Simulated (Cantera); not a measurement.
**Reactions in the system C-Cu-F-H**

Cantera with NASA thermochemical tables; ideal gases at 1 bar, condensed phases pure. Values are per mole of reaction as written; species without (g) are pure solids or liquids, kept so even where they would boil at 1 bar.

2 Cu + 8 CH3(g) + CF4(g) ⇌ 2 CuF2 + 3 C3H8(g)

```json
[
 {"T (K)": "300", "ΔH° (kJ)": "-1634.1", "ΔS° (J/K)": "-914.4", "ΔG° (kJ)": "-1359.8", "log10 K": "236.75", "condensed phases": "Cu(s), CuF2(s)"},
 {"T (K)": "2073", "ΔH° (kJ)": "-1423.1", "ΔS° (J/K)": "-748.6", "ΔG° (kJ)": "128.8", "log10 K": "-3.25", "condensed phases": "Cu(l), CuF2(l)"},
 {"T (K)": "2173", "ΔH° (kJ)": "-1412.2", "ΔS° (J/K)": "-743.5", "ΔG° (kJ)": "203.4", "log10 K": "-4.89", "condensed phases": "Cu(l), CuF2(l)"},
 {"T (K)": "2273", "ΔH° (kJ)": "-1401.2", "ΔS° (J/K)": "-738.5", "ΔG° (kJ)": "277.5", "log10 K": "-6.38", "condensed phases": "Cu(l), CuF2(l)"},
 {"T (K)": "2373", "ΔH° (kJ)": "-1390.1", "ΔS° (J/K)": "-733.8", "ΔG° (kJ)": "351.1", "log10 K": "-7.73", "condensed phases": "Cu(l), CuF2(l)"},
 {"T (K)": "2473", "ΔH° (kJ)": "-1379.0", "ΔS° (J/K)": "-729.2", "ΔG° (kJ)": "424.2", "log10 K": "-8.96", "condensed phases": "Cu(l), CuF2(l)"},
 {"T (K)": "2573", "ΔH° (kJ)": "-1368.0", "ΔS° (J/K)": "-724.8", "ΔG° (kJ)": "496.9", "log10 K": "-10.09", "condensed phases": "Cu(l), CuF2(l)"}
]
```
